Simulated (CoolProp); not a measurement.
200 sccm (0 °C, 1 atm) of nitrogen bubbles through liquid n-decane at 355.9 K and leaves saturated at a total pressure of 0.0257 MPa (ideal gas phase). Each further row changes one setting.

Computed with CoolProp (reference Helmholtz-energy equation of state, Lemmon 2006). It is a short technical equation, of lower accuracy than the large ones.

| case | vapour pressure (kPa) | mole fraction of vapour | delivery (mg/min) | delivery (sccm) | change of delivery for a bath 1 K warmer (%) |
|---|---|---|---|---|---|
| as stated | 4.62 | 0.180 | ___ | 43.8 | 5.6 |
| bath temperature 360.9 K | 5.75 | 0.224 | ___ | ___ | 5.8 |
| total pressure 0.0514 MPa | 4.62 | 0.0898 | 125 | 19.7 | 5.0 |

### Question
Fill in the missing entries.

### Answer

- as stated, delivery (mg/min): 278
- bath temperature 360.9 K, delivery (mg/min): 366
- bath temperature 360.9 K, delivery (sccm): 57.7
